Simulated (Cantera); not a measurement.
Charge: 1 mol H2O, 0.39 mol O2, 3.5 mol H2, equilibrated at 2300 K and 0.100 bar.

These are equilibrium values from Cantera (NASA tables, ideal gas, pure condensed phases), not measurements of a reactor. Candidate condensed phases: H2O; 9 gas species. Equilibrium is a limit: real reactors are often held back by kinetics, nucleation or transport.

Base state: H2 0.586, H2O 0.388, H 0.0234, OH 0.00250, O 6.82e-5, O2 1.88e-5 (mole fractions); condensed: gas only.

What changes in the equilibrium state with this change: 0.021 mol CH4 added?


| species | before | after |
|---|---|---|
| H2 | 0.586 | 0.592 |
| H2O | 0.388 | 0.377 |
| H | 0.0234 | 0.0235 |
| CO | 0 | 0.00408 |
| CO2 | 0 | 0.000464 |
| O2 | 1.88e-5 | 1.75e-5 |
| O | 6.82e-5 | 6.57e-5 |
| OH | 0.00250 | 0.00242 |
Further candidate phases: C, C6H6, C7H8, C8H18.
